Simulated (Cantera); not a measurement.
Charge: 1 mol MgO, 0.78 mol NF₃, 20 mol H₂, 5.5 mol HF, equilibrated at 9.80 Pa.

Method: chemical equilibrium by Gibbs-energy minimisation in Cantera with the NASA 1993 tables (ideal gas, pure condensed phases). Candidate condensed phases: H₂O, Mg, MgF₂, MgO, Mg(OH)₂; 50 gas species. Mutual solubility and eutectic melting of coexisting phases are not modelled. Equilibrium is a limit: real reactors are often held back by kinetics, nucleation or transport.

### Question
What share of the Mg ends up in condensed phases as a function of T (K), at 1023, 1123, 1223, 1323, 1423, 1523, 1623, 1723, 1823?

### Answer
```tsv
T (K)	Mg condensed (%)	as
1023	100.0	MgF₂(s)
1123	99.9	MgF₂(s) + MgO(s)
1223	98.3	MgF₂(s) + MgO(s)
1323	91.0	MgO(s)
1423	84.9	MgO(s)
1523	74.7	MgO(s)
1623	52.7	MgO(s)
1723	0.0	-
1823	0.0	-
```
